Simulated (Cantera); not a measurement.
Charge: 1 mol MgO, 13 mol CO, at 3.80 bar.

These are equilibrium values from Cantera (NASA tables, ideal gas, pure condensed phases), not measurements of a reactor. Candidate condensed phases: C, Mg, MgCO3, MgO; 15 gas species. Equilibrium is a limit: real reactors are often held back by kinetics, nucleation or transport. All values below are at 1723 K.

Base state: CO 1.000, CO2 0.000460, Mg 2.44e-5 (mole fractions); condensed: C(graphite) + MgO(s).

**Question.** What changes in the equilibrium state with this change: pressure from 3.80 bar to 1.33 mbar?

**Answer.** 
| species | before | after |
|---|---|---|
| CO | 1.000 | 0.989 |
| Mg | 2.44e-5 | 0.00562 |
| CO2 | 0.000460 | 0.00562 |
| C(graphite), mol | 0.00566 | 0 |
| MgO(s), mol | 1.000 | 0.926 |
